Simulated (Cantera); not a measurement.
Mixture: CH4 : O2 : N2 = 1 : 4.55 : 17.1 (molar parts), at 1000000 Pa, adiabatic and at constant volume. Ignition delay is the time to a rise of 400 K.

Detailed kinetics in Cantera: GRI-Mech 3.0 (53 species, 325 reactions).

What does this change do: pressure from 1000000 Pa to 100000 Pa?


| quantity | before | after |
|---|---|---|
| delay at 1000 K | 67.2 ms | 0.721 s |
| delay at 1100 K | 12.8 ms | 0.132 s |
| delay at 1200 K | 3.27 ms | 29.0 ms |
| delay at 1300 K | 0.997 ms | 7.52 ms |
| delay at 1400 K | 0.346 ms | 2.33 ms |
| apparent activation energy between 1350 and 1450 K | 160 kJ/mol | 180 kJ/mol |
